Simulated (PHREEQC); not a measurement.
# Phosphoric acid bath: speciation

Solution (25 °C): 130 mmol/kgw NaH2PO4, 0.15 mmol/kgw H2SO4 and 0.0003 mmol/kgw H4SiO4. Closed to the air; pH follows from the charge balance.

Computed with PHREEQC (ion-association model, phreeqc.dat).

No solid was allowed to form.

Estimate the pH.

pH 4.33.

In which forms is S present?

SO4-2 82 %, NaSO4- 18 % of the S.
